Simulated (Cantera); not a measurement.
What does this Cantera script print?

```python
import numpy as np
import cantera as ct

gas_names = [...]  # 110 gases of nasa_gas.yaml made of C, H, O
cond_names = """
    C(gr) C6H6(L) C7H8(L) C8H18(L),n-octa H2O(s) H2O(L)
""".split()


# ... load() reads the species with a 1 bar reference pressure and builds the phases ...
atoms = {
    'C': {'C': 1},
    'CO2': {'C': 1, 'O': 2},
    'H2': {'H': 2},
}
top_T = {'C(gr)': 4500}  # K; cautious upper limits of use, not melting points


# ... equilibrate(T, P, feed) seeds the gas with the atoms and calls Mixture.equilibrate('TP', solver="vcs", rtol=1e-11, max_steps=5000) ...
results = []
feed = {'C': 1, 'CO2': 2.6, 'H2': 43}  # mol
P = 1333.22  # Pa
for T in [798, 898, 998, 1098, 1198, 1298, 1398, 1498]:
    mix = equilibrate(T, P, feed)
    results.append((T, P, feed, dict(zip(mix.species_names, mix.species_moles))))

top = {s: max(r[3][s] / sum(r[3][g] for g in gas_names) for r in results) for s in gas_names}
cols = sorted((s for s in top if top[s] > 1e-05), key=lambda s: -top[s])[:7]
seen = [c for c in cond_names if any(r[3].get(c, 0) > 1e-12 for r in results)]
print("log10 of partial pressures in bar; condensed amounts in mol")
print(f"{'T/K':>10s}" + "".join(f"{s[:9]:>10s}" for s in cols + seen))
for T, P, feed, n in results:
    ng = sum(n[g] for g in gas_names)
    print(f"{T:10.4g}" + "".join(f"{np.log10(max(n[s] / ng * P / 1e5, 1e-99)):10.3f}" for s in cols)
          + "".join(f"{n.get(c, 0):10.4g}" for c in seen))
```

It prints:

```
log10 of partial pressures in bar; condensed amounts in mol
       T/K        H2        CO       H2O       CO2       CH4         H
       798    -1.926    -3.090    -3.356    -3.889    -3.980   -12.538
       898    -1.924    -3.020    -3.410    -4.140    -5.474   -10.923
       998    -1.925    -3.008    -3.388    -4.311    -6.794    -9.630
      1098    -1.925    -3.002    -3.374    -4.454    -7.878    -8.569
      1198    -1.926    -2.999    -3.365    -4.574    -8.781    -7.684
      1298    -1.926    -2.996    -3.360    -4.675    -9.544    -6.933
      1398    -1.926    -2.995    -3.356    -4.760   -10.197    -6.288
      1498    -1.926    -2.993    -3.354    -4.833   -10.763    -5.728
```

Equilibrium computed with Cantera from the NASA thermochemical tables; the gas is ideal and each condensed phase is pure.
